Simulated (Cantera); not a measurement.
B₂O₃ + NH₃ + N₂ (boron, boron nitride and boron oxide)

Feed: 1 mol B₂O₃, 1.7 mol NH₃, 17 mol N₂, equilibrated at 1852 °C.

Method: chemical equilibrium by Gibbs-energy minimisation in Cantera with the NASA 1993 tables (ideal gas, pure condensed phases). Candidate condensed phases: B, BN, B₂O₃, B₃O₃H₃, H₂O; 39 gas species. Equilibrium is a limit: real reactors are often held back by kinetics, nucleation or transport.

From 10.0 Pa to 1.00 bar nothing is condensed. The main B-bearing gas is BO at 10.0 Pa and B₂O₃ at 1.00 bar.

```
P (Pa)   x N₂    x H₂      x H     x BO  x B₂O₃  x HBO₂    x HBO
------  -----  ------  -------  -------  ------  ------  -------
10      0.780  0.0530   0.0836   0.0379  0.0109  0.0207  0.00185
28      0.796  0.0682   0.0567   0.0317  0.0145  0.0223  0.00294
77      0.807  0.0801   0.0370   0.0257  0.0179  0.0221  0.00430
220     0.816  0.0888   0.0231   0.0198  0.0210  0.0211  0.00588
600     0.822  0.0944   0.0144   0.0146  0.0235  0.0199  0.00741
1700    0.826  0.0981  0.00872   0.0102  0.0255  0.0188  0.00882
4600    0.829   0.100  0.00536  0.00685  0.0268  0.0180  0.00990
13000   0.831   0.102  0.00321  0.00439  0.0277  0.0174   0.0107
36000   0.832   0.102  0.00194  0.00276  0.0282  0.0170   0.0113
100000  0.833   0.103  0.00117  0.00170  0.0286  0.0168   0.0116
```
x: gas mole fraction; nothing condenses.
